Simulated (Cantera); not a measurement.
A Cantera script and what it prints.

```python
import numpy as np
import cantera as ct

gas_names = """
    Fe H H2 H2S S SH S2 S8
""".split()
cond_names = """
    Fe(a) Fe(c) Fe(d) Fe(L) FeS(a) FeS(b) FeS(c) FeS(L) FeS2(s) S(cr1) S(cr2) S(L)
""".split()


# ... load() reads the species with a 1 bar reference pressure and builds the phases ...
atoms = {
    'FeS2': {'Fe': 1, 'S': 2},
    'H2': {'H': 2},
}
top_T = {'FeS2(s)': 1010}  # K; cautious upper limits of use, not melting points


# ... equilibrate(T, P, feed) seeds the gas with the atoms and calls Mixture.equilibrate('TP', solver="vcs", rtol=1e-11, max_steps=5000) ...
results = []
feed = {'FeS2': 1, 'H2': 880}  # mol
T = 1223  # K
P = 3800  # Pa
mix = equilibrate(T, P, feed)
results.append((T, P, feed, dict(zip(mix.species_names, mix.species_moles))))
x = sorted(zip(gas.X, gas.species_names), reverse=True)
print(f"T = {T:g} K  P = {P:g} Pa  gas = {mix.phase_moles(0):.4g} mol")
print("   x: " + "  ".join(f"{s} {v:.3e}" for v, s in x if v > 1e-06))
print("   condensed (mol): " + ("  ".join(f"{mix.phase(i).name} {mix.phase_moles(i):.4g}"
      for i in range(1, mix.n_phases) if mix.phase_moles(i) > 1e-12) or "none"))
```

Result:

```
T = 1223 K  P = 3800 Pa  gas = 880 mol
   x: H2 9.977e-01  H2S 2.269e-03  SH 2.603e-06  H 1.541e-06
   condensed (mol): Fe(c) 1
```

Equilibrium computed with Cantera from the NASA thermochemical tables; the gas is ideal and each condensed phase is pure.
